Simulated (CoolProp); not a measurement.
Saturation properties of acetone (Tc = 508.1 K, pc = 4692 kPa, ω = 0.307).

Values from CoolProp's reference Helmholtz-energy equation of state, Lemmon 2006. It is a short technical equation, of lower accuracy than the large ones.

```json
[
 {"T (K)": "293.4", "p (kPa)": "24.94", "enthalpy of vaporisation (kJ/kg)": "539.0", "liquid cp (kJ/(kg K))": "2.132"},
 {"T (K)": "300.4", "p (kPa)": "33.83", "enthalpy of vaporisation (kJ/kg)": "531.9", "liquid cp (kJ/(kg K))": "2.149"},
 {"T (K)": "307.5", "p (kPa)": "45.33", "enthalpy of vaporisation (kJ/kg)": "524.6", "liquid cp (kJ/(kg K))": "2.167"},
 {"T (K)": "314.5", "p (kPa)": "59.58", "enthalpy of vaporisation (kJ/kg)": "517.3", "liquid cp (kJ/(kg K))": "2.186"},
 {"T (K)": "321.5", "p (kPa)": "77.23", "enthalpy of vaporisation (kJ/kg)": "509.8", "liquid cp (kJ/(kg K))": "2.206"},
 {"T (K)": "328.5", "p (kPa)": "98.84", "enthalpy of vaporisation (kJ/kg)": "502.2", "liquid cp (kJ/(kg K))": "2.227"},
 {"T (K)": "335.6", "p (kPa)": "125.4", "enthalpy of vaporisation (kJ/kg)": "494.3", "liquid cp (kJ/(kg K))": "2.250"},
 {"T (K)": "342.6", "p (kPa)": "156.8", "enthalpy of vaporisation (kJ/kg)": "486.3", "liquid cp (kJ/(kg K))": "2.273"},
 {"T (K)": "349.6", "p (kPa)": "194.1", "enthalpy of vaporisation (kJ/kg)": "478.1", "liquid cp (kJ/(kg K))": "2.297"}
]
```

It boils at 329.2 K under 1 atm.
